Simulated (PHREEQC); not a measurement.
Leach liquor: an equilibrium model

Dissolve 0.032 mol HCl, 0.00073 mol Li2SO4 and 0.068 mol MnSO4 per kg of water at 25 °C. Closed to the air; pH follows from the charge balance.

Computed with PHREEQC (ion-association model, phreeqc.dat).

This is a speciation only: nothing precipitates in the calculation.

Q: Predict the pH.

A: pH 1.88.

Q: In which forms is Cl present?

A: Cl- 94 %, MnCl+ 5.5 % of the Cl.
